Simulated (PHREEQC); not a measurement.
A solution holds 0.013 mol H2SO4, 0.0019 mol Al2(SO4)3 and 0.034 mol NiSO4 per kg of water, at 25 °C. Closed to the air; pH follows from the charge balance.

Equilibrium calculation in PHREEQC: ion-association model, wateq4f.dat.

Precipitation was switched off in this run.

Order these Al species by the share of Al that they hold, largest first: Al(SO4)2-, AlHSO4+2, AlSO4+, Al+3.

AlSO4+ (70 %), Al(SO4)2- (19 %), Al+3 (11 %), AlHSO4+2 (0.15 %)

The pH is 1.95 and the ionic strength 0.106 mol/kgw.
